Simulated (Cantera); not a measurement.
A freely propagating, adiabatic, planar premixed flame of CH₃OH : O₂ : N₂ = 1 : 1.72 : 6.48 (molar parts), equivalence ratio 0.87, unburnt at 550 K and 610000 Pa; mixture-averaged transport, grid criteria slope 0.08 and curve 0.16, no radiation.

Model: GRI-Mech 3.0 (53 species, 325 reactions), integrated in Cantera. GRI-Mech 3.0 was tuned for natural gas; its chemistry of methanol as a main component is partial and can be far from experiment. Burning velocities carry a grid error of a few per cent, more on coarse grids.

Q: What does this change do: N2 6.48 to 8.2 parts?

A: 
```tsv
quantity	before	after
laminar burning velocity	57.3 cm/s	36.3 cm/s
thermal thickness	0.0794 mm	0.114 mm
peak x(CH₂O)	0.00769	0.00569
peak x(CH₂)	1.82e-6	7.59e-7
peak x(CH₄)	4.73e-5	2.63e-5
```

Q: What does this change do: O2 1.72 to 1.3 parts?

A: 
| quantity | before | after |
|---|---|---|
| laminar burning velocity | 57.3 cm/s | 56.5 cm/s |
| thermal thickness | 0.0794 mm | 0.0770 mm |
| peak x(CH₂O) | 0.00769 | 0.00790 |
| peak x(CH₂) | 1.82e-6 | 4.02e-6 |
| peak x(CH₄) | 4.73e-5 | 0.000144 |
